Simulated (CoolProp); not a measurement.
c-C4F8 (RC318) at 372.13 K and 0.885 MPa flows at 0.12 m/s in a round tube of 100 mm bore and 15 µm roughness, fully developed (64/Re and Nu = 3.66 if laminar; Colebrook and Gnielinski if turbulent). Each further row changes one setting.

The numbers come from the reference Helmholtz-energy equation of state, Platzer 1990 in CoolProp. This equation is an older, rougher fit.

```json
[
 {"case": "as stated", "Reynolds number": "53700", "Darcy friction factor": "…", "pressure drop (Pa/m)": "0.101", "heat-transfer coefficient (W/(m² K))": "21.7", "mass flow (kg/h)": "…"},
 {"case": "velocity 0.24 m/s", "Reynolds number": "107000", "Darcy friction factor": "0.0185", "pressure drop (Pa/m)": "0.354", "heat-transfer coefficient (W/(m² K))": "…", "mass flow (kg/h)": "450"},
 {"case": "diameter 200 mm", "Reynolds number": "107000", "Darcy friction factor": "…", "pressure drop (Pa/m)": "…", "heat-transfer coefficient (W/(m² K))": "…", "mass flow (kg/h)": "…"}
]
```

Question: Some entries are withheld; supply them.

Answer: 
- as stated, Darcy friction factor: 0.0211
- as stated, mass flow (kg/h): 225
- velocity 0.24 m/s, heat-transfer coefficient (W/(m² K)): 38.1
- diameter 200 mm, Darcy friction factor: 0.0181
- diameter 200 mm, pressure drop (Pa/m): 0.0433
- diameter 200 mm, heat-transfer coefficient (W/(m² K)): 18.6
- diameter 200 mm, mass flow (kg/h): 900

Viscosity comes from a separate model (Huber 2003), an estimate that may be off by 10 % or more. Thermal conductivity comes from a separate model (Huber 2003), an estimate that may be off by 10 % or more.
